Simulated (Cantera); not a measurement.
**Moist CO burnout**

An isothermal, constant-pressure homogeneous reactor starts with 1.45 % CO, 7.97 % O₂, 0.0145 % H₂O, 90.6 % N₂, equivalence ratio 0.091, at 1250 K and 398 Torr.

Detailed kinetics in Cantera: GRI-Mech 3.0 (53 species, 325 reactions).

```tsv
t (s)	x CO	x O₂	x H₂O	x H	x HO₂
0.000100	0.0145	0.0797	0.000145	1.76e-12	1.23e-12
0.000501	0.0145	0.0797	0.000145	4.05e-11	5.19e-11
0.00251	0.0145	0.0797	0.000145	8.25e-10	3.31e-9
0.0126	0.0144	0.0796	0.000144	3.71e-7	4.83e-7
0.0632	0.00221	0.0738	0.000133	4.45e-6	8.13e-7
0.317	9.70e-5	0.0730	0.000144	5.02e-8	1.57e-7
1.59	3.05e-6	0.0730	0.000145	5.06e-10	1.31e-8
7.98	4.50e-8	0.0730	0.000146	1.16e-11	7.87e-10
40.0	4.04e-9	0.0730	0.000146	3.39e-12	3.37e-10
```
x: mole fraction; the columns are a selection and need not sum to one.

Equilibrium at this temperature and pressure: CO 4.03e-9, O₂ 0.0729, H₂O 0.000146, H 3.39e-12, HO₂ 3.37e-10 (gas phase only).
